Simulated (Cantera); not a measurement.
Input: 1 mol Si3N4, 0.13 mol N2O, 160 mol N2, at 0.00158 Torr.

Equilibrium computed with Cantera from the NASA thermochemical tables; the gas is ideal and each condensed phase is pure. Candidate condensed phases: Si, SiO2, Si2N2O, Si3N4; 16 gas species. Rates play no part.

Problem. At 1900 K, list the 3 most abundant gas species with their mole fractions, and the condensed phases.

Solution. N2 0.982, Si 0.0174, SiO 0.000787. Condensed: gas only.
